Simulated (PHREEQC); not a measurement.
Polishing slurry liquid

A solution holds 0.12 mol/kgw KOH, 0.011 mol/kgw Al(NO3)3 and 0.0047 mol/kgw CuSO4, at 25 °C. Closed to the air; pH follows from the charge balance.

Model: ion-association model, wateq4f.dat, run in PHREEQC.

| Property | Result |
|---|---|
| pH | 12.67 |
| ionic strength | 0.124 mol/kgw |
| total alkalinity | 120 meq/kg |

```csv
species,molality,activity,log γ
K+,0.119,0.0890,-0.126
OH-,0.0624,0.0465,-0.128
NO3-,0.0330,0.0243,-0.133
Al(OH)4-,0.0110,0.00838,-0.118
SO4-2,0.00367,0.00127,-0.460
Cu(OH)2,0.00220,0.00226,0.012
Cu(OH)4-2,0.00168,0.000587,-0.456
KSO4-,0.00103,0.000796,-0.111
Cu(OH)3-,0.000824,0.000633,-0.114
```

No solid was allowed to form. Saturation is exceeded, for instance for Cu(OH)2, Brochantite; the values hold only as long as no solid forms. The database's constant for dissolved Cu(OH)2 is higher than later reviews accept.
